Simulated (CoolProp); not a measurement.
Values from CoolProp's reference Helmholtz-energy equation of state, Lemmon 2006. It is a short technical equation, of lower accuracy than the large ones.

For neopentane, give the phase and the density (kg/m³), fugacity coefficient at 85.45 °C and 0.761 MPa; 95.45 °C and 0.761 MPa; 105.45 °C and 0.761 MPa.


- 85.45 °C and 0.761 MPa: gas; density 22.3, fugacity coefficient 0.853
- 95.45 °C and 0.761 MPa: gas; density 21.2, fugacity coefficient 0.866
- 105.45 °C and 0.761 MPa: gas; density 20.3, fugacity coefficient 0.877
